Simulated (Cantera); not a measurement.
Mixture: 7.70 % CH₃OH, 18.6 % O₂, 70.1 % N₂, 3.62 % H₂O, equivalence ratio 0.62, at 0.345 atm, adiabatic and at constant volume. Ignition delay is the time to a rise of 400 K.

Computed with Cantera and GRI-Mech 3.0 (53 species, 325 reactions). GRI-Mech 3.0 was tuned for natural gas; its chemistry of methanol as a main component is partial and can be far from experiment.

Problem. Predict: delay at 1223 K; delay at 1323 K; delay at 1423 K; delay at 1523 K; delay at 1623 K; apparent activation energy between 1573 and 1673 K.

Solution. 
```
Quantity                                                Result
--------------------------------------------------  ----------
delay at 1223 K                                        16.7 ms
delay at 1323 K                                        3.99 ms
delay at 1423 K                                        1.22 ms
delay at 1523 K                                       0.454 ms
delay at 1623 K                                       0.198 ms
apparent activation energy between 1573 and 1673 K  170 kJ/mol
```
